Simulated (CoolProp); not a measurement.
Aqueous propylene glycol as a coolant, 26 % by mass, freezing at -10.4 °C, 1 atm.

Model: Melinder's fits for secondary coolants, in CoolProp.

```tsv
T (°C)	conductivity (W/(m K))	density (kg/m³)	Prandtl number	viscosity (mPa s)
-7.9	0.438	1029	76.0	8.67
0	0.445	1027	50.3	5.80
8	0.452	1025	34.6	4.04
16	0.460	1022	24.9	2.94
23.9	0.467	1019	18.7	2.22
31.9	0.474	1015	14.4	1.74
39.9	0.481	1011	11.5	1.40
```
